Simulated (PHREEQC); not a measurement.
**Acid rinse or clean (model solution)**

Solution (25 °C): 7.5 mmol/kgw H2SO4, 0.034 mmol/kgw AlCl3 and 1.6 mmol/kgw KCl. Closed to the air; pH follows from the charge balance.

The numbers come from PHREEQC with the ion-association model, wateq4f.dat.

```yaml
pH: 1.97
ionic_strength: 0.0179 mol/kgw
total_alkalinity: -15.0 meq/kg
```

```csv
species,molality,activity,log γ
H+,0.0119,0.0106,-0.049
SO4-2,0.00437,0.00260,-0.225
HSO4-,0.00308,0.00270,-0.057
Cl-,0.00170,0.00149,-0.059
K+,0.00157,0.00137,-0.059
KSO4-,2.85e-5,2.51e-5,-0.055
AlSO4+,2.47e-5,2.17e-5,-0.057
Al+3,7.25e-6,2.63e-6,-0.440
Al(SO4)2-,2.03e-6,1.78e-6,-0.057
AlHSO4+2,3.47e-8,2.05e-8,-0.230
AlOH+2,4.07e-9,2.45e-9,-0.221
```

No solid was allowed to form. Complexes and solids missing from the database can't appear.
